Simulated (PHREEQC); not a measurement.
Make-up at 29 °C: 0.05 mol/kgw AgF and 0.058 mol/kgw KNO3. Closed to the air; pH follows from the charge balance.

The numbers come from PHREEQC with the ion-association model, wateq4f.dat.

```json
[
 {"quantity": "pH", "before": "7.56", "after": "7.05"},
 {"quantity": "AgF (mol/kgw)", "before": "0.00272", "after": "4.98e-7"},
 {"quantity": "AgNO3 (mol/kgw)", "before": "0.000775", "after": "1.38e-7"},
 {"quantity": "HF (mol/kgw)", "before": "1.57e-6", "after": "6.93e-8"},
 {"quantity": "AgOH (mol/kgw)", "before": "1.26e-6", "after": "5.39e-9"},
 {"quantity": "HF2- (mol/kgw)", "before": "3.00e-7", "after": "1.37e-10"},
 {"quantity": "SI of Ag2O (Ag2O)", "before": "-0.25", "after": "-5.02"}
]
```

### Question
What was changed between the two runs?
A. AgF from 0.05 to 0.005 mol/kgw
B. diluted 100-fold with water
C. KNO3 from 0.058 to 0.087 mol/kgw
D. diluted 10-fold with water

### Answer
B, diluted 100-fold with water

Precipitation was switched off in this run.
